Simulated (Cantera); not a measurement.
# Equilibrium for carbothermic reduction: TiO2 + CO + H2

A closed system holds: 1 mol TiO2, 1.6 mol CO, 0.34 mol H2, held at 2600 K.

These are equilibrium values from Cantera (NASA tables, ideal gas, pure condensed phases), not measurements of a reactor. Candidate condensed phases: C, C6H6, C7H8, C8H18, H2O, Ti, TiC, TiO, TiO2, Ti2O3, Ti3O5, Ti4O7; 113 gas species. Condensed phases not in the tables: Magnéli phases beyond Ti4O7. The numbers say what is thermodynamically allowed, not how fast it happens.

```tsv
P (Pa)	log p CO	log p TiO2	log p H	log p TiO	log p O	log p H2	log p CO2	log p H2O	log p OH	n Ti3O5(l)	n Ti4O7(l)
10	-4.37	-4.89	-4.76	-4.86	-4.90	-6.69	-6.43	-7.93	-6.64	0	0
100	-3.31	-3.71	-3.79	-4.24	-4.35	-4.74	-4.81	-5.43	-5.11	0.0667	0
1000	-2.16	-3.61	-3.00	-4.52	-3.97	-3.16	-3.28	-3.47	-3.94	0	0.235
10000	-1.13	-3.59	-2.43	-4.56	-3.90	-2.02	-2.19	-2.27	-3.31	0	0.249
100000	-0.12	-3.59	-1.90	-4.56	-3.90	-0.97	-1.18	-1.22	-2.79	0	0.250
1000000	0.88	-3.59	-1.39	-4.56	-3.91	0.04	-0.18	-0.21	-2.28	0	0.250
```
log p: log10 of the partial pressure in bar; n: condensed amount in mol.

At 10.0 Pa nothing is condensed. At 100 Pa the condensed part is Ti3O5(l). From 1000 Pa to 1000000 Pa the condensed part is Ti4O7(l). The main Ti-bearing gas is TiO at 10.0 Pa and TiO2 at 1000000 Pa. The share of Ti in condensed phases is highest at 1000000 Pa (100.0 %) and lowest at 10.0 Pa (0.0 %).
